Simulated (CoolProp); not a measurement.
Vapour-liquid equilibrium of ethylbenzene (1) + o-xylene (2) at 0.0889 MPa; x and y are mole fractions of (1).

The numbers come from the multi-fluid Helmholtz-energy mixture model, Zhou 2012 and Zhou 2012; pair parameters Bell 2016 in CoolProp.

```csv
x,bubble temperature (°C),y at the bubble point,dew temperature at overall composition x (°C),liquid density (mol/L)
0.05,139.0,0.061,139.1,[?]
0.2,137.6,0.239,138.0,[?]
0.35,[?],0.404,136.7,7.257
0.5,[?],0.557,135.4,7.243
0.65,133.7,0.697,134.1,7.231
0.8,132.6,0.830,132.8,7.219
0.95,131.6,[?],131.7,7.209
```

Problem. Fill in the missing entries.

Solution. 
- 0.05, liquid density (mol/L): 7.287
- 0.2, liquid density (mol/L): 7.271
- 0.35, bubble temperature (°C): 136.3
- 0.5, bubble temperature (°C): 134.9
- 0.95, y at the bubble point: 0.957

No azeotrope shows between x = 0.05 and 0.95.

The pair parameters rest on a limited set of measurements; away from them the model extrapolates.
